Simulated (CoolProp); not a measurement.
20 sccm (0 °C, 1 atm) of nitrogen bubbles through liquid n-nonane at 341 K and leaves saturated at a total pressure of 0.0732 MPa (ideal gas phase). Each further row changes one setting.

Values from CoolProp's reference Helmholtz-energy equation of state, Lemmon 2006. It is a short technical equation, of lower accuracy than the large ones.

```tsv
case	vapour pressure (kPa)	mole fraction of vapour	delivery (mg/min)	delivery (sccm)	change of delivery for a bath 1 K warmer (%)
as stated	5.73	0.0783	9.73	1.70	5.0
bath temperature 346 K	7.16	0.0978	12.4	2.17	4.9
total pressure 0.146 MPa	5.73	0.0393	4.68	0.818	4.8
```
